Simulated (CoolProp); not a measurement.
Model: reference Helmholtz-energy equation of state, Thol 2018, in CoolProp.

**Question.** For hydrogen chloride, give the phase and the cv (kJ/(kg K)) at 364.25 °C and 3.34 bar; -75.15 °C and 60.3 bar.

**Answer.** 
- 364.25 °C and 3.34 bar: gas; cv 0.587
- -75.15 °C and 60.3 bar: liquid; cv 1.02
